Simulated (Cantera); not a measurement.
What does this Cantera script print?

```python
import numpy as np
import cantera as ct

gas_names = [...]  # 113 gases of nasa_gas.yaml made of C, H, O, Ti
cond_names = """
    C(gr) C6H6(L) C7H8(L) C8H18(L),n-octa H2O(s) H2O(L) Ti(a) Ti(b) Ti(L) TiC(s) TiC(L) TiO(a) TiO(b)
    TiO(L) TiO2(ru) TiO2(L) Ti2O3(a) Ti2O3(b) Ti2O3(L) Ti3O5(a) Ti3O5(b) Ti3O5(L) Ti4O7(s) Ti4O7(L)
""".split()


# ... load() reads the species with a 1 bar reference pressure and builds the phases ...
atoms = {
    'TiO2': {'Ti': 1, 'O': 2},
    'CH4': {'C': 1, 'H': 4},
    'CO': {'C': 1, 'O': 1},
}
top_T = {'C(gr)': 4500}  # K; cautious upper limits of use, not melting points


# ... equilibrate(T, P, feed) seeds the gas with the atoms and calls Mixture.equilibrate('TP', solver="vcs", rtol=1e-11, max_steps=5000) ...
results = []
T = 1348  # K
P = 10000  # Pa
for m in [0.18, 0.42, 0.66, 0.9, 1.1, 1.4, 1.6, 1.9, 2.1]:
    feed = {'TiO2': 1, 'CH4': 4.1, 'CO': m}  # mol
    mix = equilibrate(T, P, feed)
    results.append((T, P, feed, dict(zip(mix.species_names, mix.species_moles))))
    x = sorted(zip(gas.X, gas.species_names), reverse=True)
    print(f"T = {T:g} K  P = {P:g} Pa  n(CO) = {m:g} mol  gas = {mix.phase_moles(0):.4g} mol")
    print("   x: " + "  ".join(f"{s} {v:.3e}" for v, s in x if v > 1e-06))
    print("   condensed (mol): " + ("  ".join(f"{mix.phase(i).name} {mix.phase_moles(i):.4g}"
          for i in range(1, mix.n_phases) if mix.phase_moles(i) > 1e-12) or "none"))
```

It prints:

```
T = 1348 K  P = 10000 Pa  n(CO) = 0.18 mol  gas = 10.38 mol
   x: H2 7.895e-01  CO 2.100e-01  CH4 3.637e-04  H2O 9.672e-05  CO2 1.315e-05  H 6.501e-06
   condensed (mol): C(gr) 1.097  TiC(s) 1
T = 1348 K  P = 10000 Pa  n(CO) = 0.42 mol  gas = 10.62 mol
   x: H2 7.717e-01  CO 2.278e-01  CH4 3.474e-04  H2O 1.026e-04  CO2 1.547e-05  H 6.427e-06
   condensed (mol): C(gr) 1.098  TiC(s) 1
T = 1348 K  P = 10000 Pa  n(CO) = 0.66 mol  gas = 10.86 mol
   x: H2 7.546e-01  CO 2.449e-01  CH4 3.322e-04  H2O 1.078e-04  CO2 1.788e-05  H 6.356e-06
   condensed (mol): C(gr) 1.098  TiC(s) 1
T = 1348 K  P = 10000 Pa  n(CO) = 0.9 mol  gas = 10.91 mol
   x: H2 7.509e-01  CO 2.486e-01  CH4 3.290e-04  H2O 1.089e-04  CO2 1.843e-05  H 6.340e-06
   condensed (mol): C(gr) 1.396  TiC(s) 0.8882  Ti3O5(b) 0.03726
T = 1348 K  P = 10000 Pa  n(CO) = 1.1 mol  gas = 10.91 mol
   x: H2 7.509e-01  CO 2.486e-01  CH4 3.290e-04  H2O 1.089e-04  CO2 1.843e-05  H 6.340e-06
   condensed (mol): C(gr) 1.716  TiC(s) 0.7682  Ti3O5(b) 0.07726
T = 1348 K  P = 10000 Pa  n(CO) = 1.4 mol  gas = 10.91 mol
   x: H2 7.509e-01  CO 2.486e-01  CH4 3.290e-04  H2O 1.089e-04  CO2 1.843e-05  H 6.340e-06
   condensed (mol): C(gr) 2.196  TiC(s) 0.5882  Ti3O5(b) 0.1373
T = 1348 K  P = 10000 Pa  n(CO) = 1.6 mol  gas = 10.91 mol
   x: H2 7.509e-01  CO 2.486e-01  CH4 3.290e-04  H2O 1.089e-04  CO2 1.843e-05  H 6.340e-06
   condensed (mol): C(gr) 2.516  TiC(s) 0.4682  Ti3O5(b) 0.1773
T = 1348 K  P = 10000 Pa  n(CO) = 1.9 mol  gas = 10.91 mol
   x: H2 7.509e-01  CO 2.486e-01  CH4 3.290e-04  H2O 1.089e-04  CO2 1.843e-05  H 6.340e-06
   condensed (mol): C(gr) 2.996  TiC(s) 0.2882  Ti3O5(b) 0.2373
T = 1348 K  P = 10000 Pa  n(CO) = 2.1 mol  gas = 10.91 mol
   x: H2 7.509e-01  CO 2.486e-01  CH4 3.290e-04  H2O 1.089e-04  CO2 1.843e-05  H 6.340e-06
   condensed (mol): C(gr) 3.316  TiC(s) 0.1682  Ti3O5(b) 0.2773
```

Equilibrium computed with Cantera from the NASA thermochemical tables; the gas is ideal and each condensed phase is pure. Mutual solubility and eutectic melting of coexisting phases are not modelled. TiC: taken at fixed stoichiometry.
